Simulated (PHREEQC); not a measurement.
Make-up at 20 °C: 5.5 mmol/kgw HF, 0.27 mmol/kgw NH4F and 0.41 mmol/kgw H2SO4. Closed to the air; pH follows from the charge balance.

Equilibrium calculation in PHREEQC: ion-association model, wateq4f.dat.

```json
{
  "pH": "2.70",
  "ionic_strength": "0.00272 mol/kgw",
  "total_alkalinity": "-6.32 meq/kg"
}
```

```tsv
species	molality	activity	log γ
HF	0.00405	0.00405	0.000
H+	0.00209	0.00199	-0.023
F-	0.00157	0.00149	-0.025
SO4-2	0.000357	0.000285	-0.097
NH4+	0.000269	0.000254	-0.025
HSO4-	5.24e-5	4.95e-5	-0.024
```

No solid was allowed to form.
